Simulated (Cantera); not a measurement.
## Thermodynamics of thermal oxidation and active oxidation of silicon, feed Si + N2O + H2

A closed system holds: 1 mol Si, 0.053 mol N2O, 22 mol H2, held at 4.30e-6 bar.

These are equilibrium values from Cantera (NASA tables, ideal gas, pure condensed phases), not measurements of a reactor. Candidate condensed phases: H2O, Si, SiO2, Si2N2O, Si3N4; 35 gas species. Mutual solubility and eutectic melting of coexisting phases are not modelled. The numbers say what is thermodynamically allowed, not how fast it happens.

```
T (°C)   x H2       x H      x Si      x N2     x SiO     x SiH     x Si2  n Si(s)  n Si2N2O(s)
------  -----  --------  --------  --------  --------  --------  --------  -------  -----------
925     0.999   9.16e-5   2.99e-7  0.000349  0.000349   9.43e-9  2.53e-11    0.902       0.0453
1000    0.995  0.000343   4.20e-6   0.00240   0.00240   8.38e-8  7.88e-10    0.947            0
1075    0.994   0.00111   4.37e-5   0.00240   0.00240   5.82e-7   1.67e-8    0.946            0
1150    0.992   0.00319  0.000355   0.00239   0.00239   3.29e-6   2.54e-7    0.939            0
1225    0.985   0.00822   0.00233   0.00238   0.00238   1.55e-5   2.94e-6    0.895            0
1300    0.963    0.0192    0.0128   0.00234   0.00234   6.27e-5   2.68e-5    0.655            0
1375    0.914    0.0411    0.0399   0.00225   0.00225  0.000145   8.84e-5        0            0
```
x: gas mole fraction; n: condensed amount in mol.

At 925 °C the condensed part is Si(s) + Si2N2O(s). From 1000 °C to 1300 °C the condensed part is Si(s). At 1375 °C nothing is condensed. The main Si-bearing gas is SiO at 925 °C and Si at 1375 °C. The share of Si in condensed phases is highest at 925 °C (99.2 %) and lowest at 1375 °C (0.0 %).
